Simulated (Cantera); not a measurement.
Input: 1 mol SiH2Cl2, 0.28 mol HCl, 530 mol H2, at 1352 °C and 0.100 bar.

These are equilibrium values from Cantera (NASA tables, ideal gas, pure condensed phases), not measurements of a reactor. Candidate condensed phases: Si; 19 gas species. Equilibrium is a limit: real reactors are often held back by kinetics, nucleation or transport.

Base state: H2 0.996, HCl 0.00416, H 0.000223, SiCl2 6.09e-5 (mole fractions); condensed: Si(s).

Question: What changes in the equilibrium state with this change: SiH2Cl2 replaced by (CH3)2SiCl2?

Answer: 
```tsv
species	before	after
H2	0.996	0.995
HCl	0.00416	0.00427
H	0.000223	0.000223
CH4	0	0.000146
SiCl2	6.09e-5	7.32e-7
C2H2 (acetylene)	0	3.54e-5
Si(s), mol	0.962	0
C(graphite), mol	0	0.884
SiC(s), mol	0	1.000
```
The feed counts by its element totals alone. Further candidate phases: C, C6H6, C7H8, C8H18, SiC.
